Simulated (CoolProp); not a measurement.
Vapour-liquid equilibrium of m-xylene (1) + o-xylene (2) at 94.65 °C; x and y are mole fractions of (1).

Model: multi-fluid Helmholtz-energy mixture model, Zhou 2012 and Zhou 2012; pair parameters Bell 2016, in CoolProp.

Problem. Give the bubble pressure and the first vapour's composition at x = 0.5, 0.65, 0.8. Is there an azeotrope?

Solution. x = 0.5: 0.2395 bar, y = 0.543; x = 0.65: 0.2457 bar, y = 0.687; x = 0.8: 0.2517 bar, y = 0.825. No azeotrope shows between x = 0.05 and 0.95.

The pair parameters rest on a limited set of measurements; away from them the model extrapolates.
